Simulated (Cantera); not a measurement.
Feed: 1 mol SiHCl3, 420 mol H2, at 0.00190 bar.

Method: chemical equilibrium by Gibbs-energy minimisation in Cantera with the NASA 1993 tables (ideal gas, pure condensed phases). Candidate condensed phases: Si; 19 gas species. Gases not in the tables: Si2H6 and higher silanes. The numbers say what is thermodynamically allowed, not how fast it happens.

Which condensed phases are stable at each of these points (T (°C)): 877, 977, 1077, 1177, 1277, 1377, 1477, 1577, 1677, 1777, 1877, 1977, 2077?


```json
[
 {"T (°C)": "877", "condensed phases": "Si(s)", "Si condensed (%)": "95.4"},
 {"T (°C)": "977", "condensed phases": "Si(s)", "Si condensed (%)": "94.9"},
 {"T (°C)": "1077", "condensed phases": "Si(s)", "Si condensed (%)": "94.4"},
 {"T (°C)": "1177", "condensed phases": "Si(s)", "Si condensed (%)": "93.8"},
 {"T (°C)": "1277", "condensed phases": "Si(s)", "Si condensed (%)": "92.4"},
 {"T (°C)": "1377", "condensed phases": "Si(s)", "Si condensed (%)": "85.8"},
 {"T (°C)": "1477", "condensed phases": "Si(l)", "Si condensed (%)": "55.7"},
 {"T (°C)": "1577", "condensed phases": "gas only", "Si condensed (%)": "0.0"},
 {"T (°C)": "1677", "condensed phases": "gas only", "Si condensed (%)": "0.0"},
 {"T (°C)": "1777", "condensed phases": "gas only", "Si condensed (%)": "0.0"},
 {"T (°C)": "1877", "condensed phases": "gas only", "Si condensed (%)": "0.0"},
 {"T (°C)": "1977", "condensed phases": "gas only", "Si condensed (%)": "0.0"},
 {"T (°C)": "2077", "condensed phases": "gas only", "Si condensed (%)": "0.0"}
]
```

From 877 °C to 1377 °C the condensed part is Si(s). At 1477 °C the condensed part is Si(l). From 1577 °C to 2077 °C nothing is condensed.
